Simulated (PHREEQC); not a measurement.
## Hard or scaling water: an equilibrium model

Consider water at 25 °C with 0.0081 mol/kgw BaCl2, 0.00045 mol/kgw CO2 and 0.00083 mol/kgw NaCl. Closed to the air; pH follows from the charge balance.

Model: Pitzer model, pitzer.dat, run in PHREEQC.

No solid was allowed to form.

**Question.** What pH does the model give?

**Answer.** pH 4.85.

**Question.** In which forms is C present?

**Answer.** CO2 96 %, HCO3- 3.7 % of the C.
